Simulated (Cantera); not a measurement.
A Cantera script and what it prints.

```python
import numpy as np
import cantera as ct

gas_names = [...]  # 92 gases of nasa_gas.yaml made of C, H, N
cond_names = """
    C(gr) C6H6(L) C7H8(L) C8H18(L),n-octa
""".split()


# ... load() reads the species with a 1 bar reference pressure and builds the phases ...
atoms = {
    'n-butane': {'C': 4, 'H': 10},
    'NH3': {'N': 1, 'H': 3},
}
top_T = {'C(gr)': 4500}  # K; cautious upper limits of use, not melting points


# ... equilibrate(T, P, feed) seeds the gas with the atoms and calls Mixture.equilibrate('TP', solver="vcs", rtol=1e-11, max_steps=5000) ...
results = []
feed = {'n-butane': 1, 'NH3': 0.27}  # mol
T = 1850  # K
for P in [10, 46, 220, 1000, 4600, 22000, 100000, 460000, 2200000, 10000000]:
    mix = equilibrate(T, P, feed)
    results.append((T, P, feed, dict(zip(mix.species_names, mix.species_moles))))
    x = sorted(zip(gas.X, gas.species_names), reverse=True)
    print(f"T = {T:g} K  P = {P:g} Pa  gas = {mix.phase_moles(0):.4g} mol")
    print("   x: " + "  ".join(f"{s} {v:.3e}" for v, s in x if v > 0.0001))
    print("   condensed (mol): " + ("  ".join(f"{mix.phase(i).name} {mix.phase_moles(i):.4g}"
          for i in range(1, mix.n_phases) if mix.phase_moles(i) > 1e-12) or "none"))
```

It prints:

```
T = 1850 K  P = 10 Pa  gas = 5.687 mol
   x: H2 9.237e-01  H 5.177e-02  N2 2.314e-02  HCN 1.138e-03  C2H2,acetylene 2.416e-04
   condensed (mol): C(gr) 3.99
T = 1850 K  P = 46 Pa  gas = 5.609 mol
   x: H2 9.506e-01  H 2.449e-02  N2 2.346e-02  HCN 1.162e-03  C2H2,acetylene 2.486e-04
   condensed (mol): C(gr) 3.99
T = 1850 K  P = 220 Pa  gas = 5.571 mol
   x: H2 9.636e-01  N2 2.362e-02  H 1.127e-02  HCN 1.174e-03  C2H2,acetylene 2.520e-04
   condensed (mol): C(gr) 3.99
T = 1850 K  P = 1000 Pa  gas = 5.555 mol
   x: H2 9.695e-01  N2 2.369e-02  H 5.304e-03  HCN 1.179e-03  C2H2,acetylene 2.536e-04
   condensed (mol): C(gr) 3.99
T = 1850 K  P = 4600 Pa  gas = 5.547 mol
   x: H2 9.723e-01  N2 2.372e-02  H 2.477e-03  HCN 1.182e-03  C2H2,acetylene 2.543e-04
   condensed (mol): C(gr) 3.99
T = 1850 K  P = 22000 Pa  gas = 5.542 mol
   x: H2 9.735e-01  N2 2.374e-02  HCN 1.183e-03  H 1.133e-03  C2H2,acetylene 2.546e-04  CH4 1.365e-04
   condensed (mol): C(gr) 3.99
T = 1850 K  P = 100000 Pa  gas = 5.538 mol
   x: H2 9.736e-01  N2 2.376e-02  HCN 1.184e-03  CH4 6.205e-04  H 5.315e-04  C2H2,acetylene 2.546e-04
   condensed (mol): C(gr) 3.987
T = 1850 K  P = 460000 Pa  gas = 5.525 mol
   x: H2 9.716e-01  N2 2.381e-02  CH4 2.843e-03  HCN 1.184e-03  C2H2,acetylene 2.541e-04  H 2.476e-04
   condensed (mol): C(gr) 3.974
T = 1850 K  P = 2.2e+06 Pa  gas = 5.467 mol
   x: H2 9.609e-01  N2 2.403e-02  CH4 1.330e-02  HCN 1.183e-03  C2H2,acetylene 2.513e-04  H 1.126e-04
   condensed (mol): C(gr) 3.917
T = 1850 K  P = 1e+07 Pa  gas = 5.246 mol
   x: H2 9.176e-01  CH4 5.512e-02  N2 2.492e-02  HCN 1.177e-03  C2H4 3.678e-04  NH3 3.660e-04  C2H2,acetylene 2.400e-04
   condensed (mol): C(gr) 3.697
```

Method: chemical equilibrium by Gibbs-energy minimisation in Cantera with the NASA 1993 tables (ideal gas, pure condensed phases). The ideal-gas law is rough above about 30 bar.
